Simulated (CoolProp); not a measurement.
Sulfur hexafluoride at 298.15 K and 0.742 MPa flows at 8.3 m/s in a round tube of 10 mm bore and 0.25 µm roughness, fully developed (64/Re and Nu = 3.66 if laminar; Colebrook and Gnielinski if turbulent). Each further row changes one setting.

Computed with CoolProp (reference Helmholtz-energy equation of state, Guder 2009).

```csv
case,Reynolds number,Darcy friction factor,pressure drop (Pa/m),heat-transfer coefficient (W/(m² K)),mass flow (kg/h)
as stated,259000,___,2500,___,113
velocity 16.6 m/s,517000,___,___,1010,225
diameter 20 mm,517000,___,___,498,450
```

Question: Some entries are withheld; supply them.

Answer: 
- as stated, Darcy friction factor: 0.0151
- as stated, heat-transfer coefficient (W/(m² K)): 569
- velocity 16.6 m/s, Darcy friction factor: 0.0134
- velocity 16.6 m/s, pressure drop (Pa/m): 8880
- diameter 20 mm, Darcy friction factor: 0.0133
- diameter 20 mm, pressure drop (Pa/m): 1100

Viscosity comes from a separate model (Quiñones-Cisneros 2012). Thermal conductivity comes from a separate model (Assael 2012).
